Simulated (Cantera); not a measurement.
A closed system holds: 1 mol SiCl4, a varied amount of N2, 17 mol H2, held at 78.0 mbar.

Method: chemical equilibrium by Gibbs-energy minimisation in Cantera with the NASA 1993 tables (ideal gas, pure condensed phases). Candidate condensed phases: NH4Cl, Si, Si3N4; 28 gas species. N2 is the only nitrogen source here; it is nearly inert below about 1500 K, so the nitride shown seldom forms there in practice. The tables' values for SiCl3 are old estimates. The numbers say what is thermodynamically allowed, not how fast it happens.

Stable condensed phases, one row left out:

```
T in K \ n(N2) in mol
         4.3  11  18  26  33  40  47  54  61  68  75  82  89
   2148    A   A   A   A   A   B   B   B   B   B   B   B   B
   1948    A   A   A   A   A   A   A   A   A   A   A   A   A
   1848    A   C   C   C   C   C   C   C   C   C   C   C   C
   1748    C   C   C   C   C   C   C   C   C   C   C   C   C
   1648    C   C   C   C   C   C   C   C   C   C   C   C   C
   1548    C   C   C   C   C   C   C   C   C   C   C   C   C
   1448    C   C   C   C   C   C   C   C   C   C   C   C   C
   1348    C   C   C   C   C   C   C   C   C   C   C   C   C
   1248    C   C   C   C   C   C   C   C   C   C   C   C   C
   1148    C   C   C   C   C   C   C   C   C   C   C   C   C
   1048    C   C   C   C   C   C   C   C   C   C   C   C   C
    948    C   C   C   C   C   C   C   C   C   C   C   C   C
```

A: Si; B: gas only; C: Si3N4.

### Question
Give the row for 2048 K.

### Answer
4.3: Si; 11: Si; 18: Si; 26: Si; 33: Si; 40: Si; 47: Si; 54: Si; 61: Si; 68: Si; 75: Si; 82: Si; 89: Si.
